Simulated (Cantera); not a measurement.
A Cantera script and its output.

```python
import numpy as np
import cantera as ct

gas = ct.Solution("gri30.yaml")
gas.TPX = 1923, 13332, {'CH4': 1, 'H2O': 1.1, 'H2': 0.38, 'N2': 0.011}
reactor = ct.IdealGasConstPressureReactor(gas, energy="off", clone=False)
net = ct.ReactorNet([reactor])
net.rtol, net.atol = 1e-08, 1e-18
show = ['CH4', 'H2O', 'H2', 'H', 'O', 'C2H4', 'HO2']
times = np.geomspace(7e-05, 6, 13)

steps = ct.SolutionArray(gas, extra=["t"])
rows = []
print(f"{'t/s':>10s}{'T/K':>9s}{'P/Pa':>11s}" + "".join(f"{s:>11s}" for s in show))
for t in times:
    while net.time < t:
        t_next = net.step()
        steps.append(gas.state, t=t_next)
    rows.append([np.interp(t, steps.t, y) for y in (steps.T, steps.P, *steps(*show).X.T)])
    print(f"{t:10.3e}{rows[-1][0]:9.1f}{rows[-1][1]:11.4g}" + "".join(f"{x:11.3e}" for x in rows[-1][2:]))
rate = np.gradient(steps.T, steps.t)
print("integrator steps:", len(steps.t))
if steps.T.max() > steps.T[0] + 200:
    print(f"time of steepest temperature rise: {steps.t[rate.argmax()]:.4e} s")
gas.TPX = 1923, 13332, {'CH4': 1, 'H2O': 1.1, 'H2': 0.38, 'N2': 0.011}
gas.equilibrate("TP")
print(f"equilibrium (TP): T = {gas.T:.1f} K  " + "  ".join(f"{s} {gas[s].X[0]:.3e}" for s in show))
```

Output:

```
       t/s      T/K       P/Pa        CH4        H2O         H2          H          O       C2H4        HO2
 7.000e-05   1923.0  1.333e+04  3.940e-01  4.402e-01  1.556e-01  1.272e-04  1.207e-08  4.284e-04  7.910e-13
 1.804e-04   1923.0  1.333e+04  3.708e-01  4.354e-01  1.709e-01  3.341e-04  5.735e-08  5.358e-03  3.884e-12
 4.648e-04   1923.0  1.333e+04  2.703e-01  4.064e-01  2.614e-01  7.453e-04  1.022e-07  1.705e-02  1.068e-11
 1.198e-03   1923.0  1.333e+04  1.438e-01  3.581e-01  3.951e-01  1.076e-03  7.297e-08  5.651e-03  1.182e-11
 3.086e-03   1923.0  1.333e+04  6.398e-02  3.229e-01  4.824e-01  1.395e-03  6.630e-08  1.166e-03  1.251e-11
 7.953e-03   1923.0  1.333e+04  2.610e-02  2.909e-01  5.349e-01  1.736e-03  7.415e-08  2.942e-04  1.413e-11
 2.049e-02   1923.0  1.333e+04  1.513e-02  2.459e-01  5.768e-01  1.952e-03  7.567e-08  1.547e-04  1.142e-11
 5.281e-02   1923.0  1.333e+04  1.153e-02  1.827e-01  6.262e-01  2.022e-03  6.246e-08  1.035e-04  5.940e-12
 1.361e-01   1923.0  1.333e+04  7.661e-03  1.165e-01  6.775e-01  2.092e-03  4.627e-08  5.750e-05  2.312e-12
 3.507e-01   1923.0  1.333e+04  4.173e-03  6.574e-02  7.168e-01  2.160e-03  3.076e-08  2.521e-05  7.321e-13
 9.036e-01   1923.0  1.333e+04  1.848e-03  3.642e-02  7.395e-01  2.208e-03  1.925e-08  8.145e-06  2.274e-13
 2.328e+00   1923.0  1.333e+04  5.852e-04  2.376e-02  7.495e-01  2.234e-03  1.334e-08  1.357e-06  9.791e-14
 6.000e+00   1923.0  1.333e+04  3.573e-05  2.088e-02  7.520e-01  2.250e-03  1.198e-08  1.624e-08  7.628e-14
integrator steps: 1717
equilibrium (TP): T = 1923.0 K  CH4 6.683e-09  H2O 2.081e-02  H2 7.521e-01  H 2.254e-03  O 1.198e-08  C2H4 1.027e-14  HO2 7.598e-14
```

Model: GRI-Mech 3.0 (53 species, 325 reactions), integrated in Cantera.
